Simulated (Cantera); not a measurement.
Feed: 1 mol Si₃N₄, 3.5 mol CO₂, 160 mol H₂, at 13.3 mbar.

These are equilibrium values from Cantera (NASA tables, ideal gas, pure condensed phases), not measurements of a reactor. Candidate condensed phases: C, C₆H₆, C₇H₈, C₈H₁₈, H₂O, Si, SiC, SiO₂, Si₂N₂O, Si₃N₄; 151 gas species. Mutual solubility and eutectic melting of coexisting phases are not modelled. The tables hold silica as quartz up to 1696 K and as liquid above; real silica turns to tridymite and cristobalite and melts near 1996 K. The numbers say what is thermodynamically allowed, not how fast it happens.

Problem. Which condensed phases are stable at each of these points (T (K)): 1298, 1348, 1398, 1448, 1498, 1548, 1598, 1648, 1698, 1748, 1798?

Solution. 
| T (K) | condensed phases | Si condensed (%) |
|---|---|---|
| 1298 | SiO₂(β-quartz) + Si₂N₂O(s) | 100.0 |
| 1348 | SiO₂(β-quartz) + Si₂N₂O(s) | 99.8 |
| 1398 | SiO₂(β-quartz) + Si₂N₂O(s) | 98.9 |
| 1448 | SiO₂(β-quartz) + Si₂N₂O(s) | 95.3 |
| 1498 | SiO₂(β-quartz) + Si₂N₂O(s) | 81.7 |
| 1548 | SiO₂(β-quartz) + Si₂N₂O(s) | 38.1 |
| 1598 | SiO₂(β-quartz) | 16.0 |
| 1648 | SiO₂(β-quartz) | 14.5 |
| 1698 | SiO₂(condensed) | 10.0 |
| 1748 | gas only | 0.0 |
| 1798 | gas only | 0.0 |

From 1298 K to 1548 K the condensed part is SiO₂(β-quartz) + Si₂N₂O(s). From 1598 K to 1648 K the condensed part is SiO₂(β-quartz). At 1698 K the condensed part is SiO₂(condensed). From 1748 K to 1798 K nothing is condensed.
